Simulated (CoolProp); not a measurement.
A simple Rankine cycle with R236EA: condensing at 292.15 K, boiler at 1.5 MPa, turbine inlet 411 K, turbine efficiency 0.6, pump efficiency 0.8, no recuperator. Each further row changes one setting.

Model: reference Helmholtz-energy equation of state, Rui 2013, in CoolProp.

| case | thermal efficiency (%) | net work (kJ/kg) | heat in (kJ/kg) | turbine exit temperature (K) | volume ratio over the turbine |
|---|---|---|---|---|---|
| as stated | 9.4 | 24.1 | 257 | 372.2 | 9.64 |
| condensing temperature 284.15 K | 10.3 | 27.5 | 267 | 368.2 | 13.0 |
| boiler pressure 1.05 MPa | 8.1 | 21.2 | 262 | 380.7 | 6.47 |
| turbine efficiency 0.5 | 7.7 | 19.9 | 257 | 376.6 | 9.76 |
